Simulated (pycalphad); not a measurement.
An equivalent pycalphad script:

```python
from pycalphad import Database, equilibrium, calculate, variables as v
import numpy as np
db = Database('COST507.tdb')
comps = ['AL', 'MG', 'SI', 'VA']
phases = ['ALMG_BETA', 'ALMG_EPS', 'ALMG_GAMMA', 'DIAMOND_A4', 'FCC_A1', 'HCP_A3', 'LIQUID', 'MG2SI']
eq = equilibrium(db, comps, phases, {v.X('MG'): 0.0044, v.X('SI'): 0.0152, v.T: np.arange(1650, 349, -50), v.P: 101325, v.N: 1}, output=['HM', 'SM'])
```

CALPHAD calculation (pycalphad, COST 507 light-alloy database (1999)), 1 atm. No gas phase is included, though pure Mg would boil below 1650 K. The data set is of 1999 and partly superseded. Amounts are mole fractions of atoms. Kinetics are ignored, which matters at the lower temperatures.

Results at three of the temperatures:

```
T = 1050.00 K, P = 101325 Pa, N = 1 mol of atoms
G = -47051 J/mol, H = 32855 J/mol, S = 76.10 J/(mol K)  (SER reference)
chemical potentials (J/mol): Al -46567, Mg -101166, Si -62623
phase             fraction      x(Al)      x(Mg)      x(Si)
LIQUID              1.0000     0.9804     0.0044     0.0152
```

```
T = 1000.00 K, P = 101325 Pa, N = 1 mol of atoms
G = -43285 J/mol, H = 31271 J/mol, S = 74.56 J/(mol K)  (SER reference)
chemical potentials (J/mol): Al -42838, Mg -95369, Si -56988
phase             fraction      x(Al)      x(Mg)      x(Si)
LIQUID              1.0000     0.9804     0.0044     0.0152
```

```
T = 350.00 K, P = 101325 Pa, N = 1 mol of atoms
G = -10103 J/mol, H = 1135 J/mol, S = 32.11 J/(mol K)  (SER reference)
chemical potentials (J/mol): Al -10010, Mg -42738, Si -6671
phase             fraction      x(Al)      x(Mg)      x(Si)
FCC_A1              0.9804     1.0000    1.4e-06   9.47e-07
DIAMOND_A4          0.0130      1e-14       none     1.0000
MG2SI               0.0066       none     0.6667     0.3333
```

Changes of the phase set, refined by bisection:

```
T (K)                 phases above                 phases below
-----  ---------------------------  ---------------------------
922.2                       liquid                 fcc + liquid
839.3                 fcc + liquid  diamond (Si) + fcc + liquid
838.3  diamond (Si) + fcc + liquid           diamond (Si) + fcc
775.1           diamond (Si) + fcc   diamond (Si) + fcc + MG2SI
```

Database names, with the compositions (at.%) that they take in these runs: MG2SI: Mg 67 Si 33. FCC_A1 is fcc; DIAMOND_A4 is diamond (Si). An entry "none" or "no" means that the model of the phase leaves that element out.
